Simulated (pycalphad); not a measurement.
Source of the numbers: pycalphad with the COST 507 light-alloy database (1999); pressure 1 atm. These are 1990s assessments: newer ones move some temperatures and phases.

Molar enthalpy of Al-8.17Fe-4.95Si (at.%) in equilibrium (SER reference):

```
T (K)  H (kJ/mol)                               phases
-----  ----------  -----------------------------------
1850        52.84                               LIQUID
1775        50.39                               LIQUID
1700        47.95                               LIQUID
1625        45.52                               LIQUID
1550        43.10                               LIQUID
1475        40.69                               LIQUID
1400        38.28                               LIQUID
1325        35.89                               LIQUID
1250        33.50                               LIQUID
1175        29.37                     LIQUID + AL13FE4
1100        24.94                     LIQUID + AL13FE4
1025        21.30                     LIQUID + AL13FE4
950         17.42      LIQUID + AL13FE4 + ALFESI_ALPHA
875          6.21  FCC_A1 + ALFESI_ALPHA + ALFESI_BETA
800          3.80  FCC_A1 + ALFESI_ALPHA + ALFESI_BETA
725          1.52  FCC_A1 + ALFESI_ALPHA + ALFESI_BETA
650         -0.68  FCC_A1 + ALFESI_ALPHA + ALFESI_BETA
575         -2.81  FCC_A1 + ALFESI_ALPHA + ALFESI_BETA
500         -4.88  FCC_A1 + ALFESI_ALPHA + ALFESI_BETA
```

Cooling from 1250 K to 875 K, across the freezing range, releases 27.3 kJ/mol, or 928 J/g. The slope is 32 J/(mol K) in the liquid and 32 J/(mol K) just below the solidus, where it includes any heat of precipitation. Liquidus 1217 K, solidus 893 K. Changes were sought between steps of 75 K, so a narrower field can be missed.

Database names, with the compositions (at.%) that they take in these runs: AL13FE4: Al 75 Fe 24 Si 1; ALFESI_ALPHA: Al 71-73 Fe 19 Si 8-10; ALFESI_BETA: Al 70 Fe 15 Si 15. FCC_A1 is fcc.
